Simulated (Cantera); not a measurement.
Feed: 1 mol MgCO₃, 2.7 mol H₂O, 0.31 mol H₂, at 1398.15 K and 110000 Pa.

These are equilibrium values from Cantera (NASA tables, ideal gas, pure condensed phases), not measurements of a reactor. Candidate condensed phases: C, C₆H₆, C₇H₈, C₈H₁₈, H₂O, Mg, MgCO₃, MgO, Mg(OH)₂; 116 gas species. Rates play no part.

Base state: H₂O 0.704, CO₂ 0.218, H₂ 0.0463, CO 0.0310 (mole fractions); condensed: MgO(s).

Q: What changes in the equilibrium state with this change: temperature from 1398.15 K to 923.15 K?

A: 
```tsv
species	before	after
H₂O	0.704	0.685
CO₂	0.218	0.238
H₂	0.0463	0.0660
CO	0.0310	0.0113
MgO(s), mol	1.00	1.00
```
